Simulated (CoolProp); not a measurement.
Vapour-liquid equilibrium of m-xylene (1) + n-nonane (2) at 73.05 °C; x and y are mole fractions of (1).

Model: multi-fluid Helmholtz-energy mixture model, Zhou 2012 and Lemmon 2006; pair parameters Bell 2016, in CoolProp.

| x | bubble pressure (MPa) | y at the bubble point | dew pressure at overall composition x (MPa) | liquid density (mol/L) |
|---|---|---|---|---|
| 0.05 | 0.007698 | 0.107 | 0.007438 | 5.354 |
| 0.2 | 0.008882 | 0.339 | 0.008147 | 5.630 |
| 0.35 | 0.009769 | 0.495 | 0.008946 | 5.933 |
| 0.5 | 0.01043 | 0.616 | 0.009800 | 6.270 |
| 0.65 | 0.01093 | 0.722 | 0.01061 | 6.644 |
| 0.8 | 0.01127 | 0.830 | 0.01119 | 7.063 |
| 0.95 | 0.01146 | 0.953 | 0.01146 | 7.532 |

No azeotrope shows between x = 0.05 and 0.95.

The pair parameters rest on a limited set of measurements; away from them the model extrapolates.
